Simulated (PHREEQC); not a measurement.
0.021 g of hydrous ferric oxide (600 m²/g; 0.2 weak and 0.005 strong sites per Fe, Dzombak-Morel constants, diffuse double layer) in 1 kg of water with 0.1 mol/kgw of an inert sodium salt and 2.4e-05 mol H3BO3, at 25 °C; the pH is set by adding NaOH or the inert anion's acid. O2 is buffered at 0.21 atm. The system is closed to CO2. No solid was allowed to form.

All values are PHREEQC results (ion-association model, wateq4f.dat), not measurements.

| pH | B sorbed (%) | surface charge σ (C/m²) | surface potential ψ (mV) |
|---|---|---|---|
| 4 | 0.0 | 0.321 | 147 |
| 4.67 | 0.0 | 0.253 | 135 |
| 5.33 | 0.0 | 0.177 | 116 |
| 6 | 0.0 | 0.111 | 93 |
| 6.67 | 0.0 | ? | 67 |
| 7.33 | 0.0 | 0.029 | 37 |
| 8 | 0.0 | ? | ? |
| 8.67 | 0.0 | -0.020 | -27 |
| 9.33 | 0.0 | -0.051 | -57 |
| 10 | 0.0 | ? | -85 |
| 10.67 | 0.0 | -0.154 | ? |
| 11.33 | 0.0 | -0.229 | -129 |
| 12 | 0.0 | -0.306 | -141 |

Task: What belongs in the gaps?

Result: 
- 6.67, surface charge σ (C/m²): 0.063
- 8, surface charge σ (C/m²): 0.004
- 8, surface potential ψ (mV): 5
- 10, surface charge σ (C/m²): -0.094
- 10.67, surface potential ψ (mV): -109
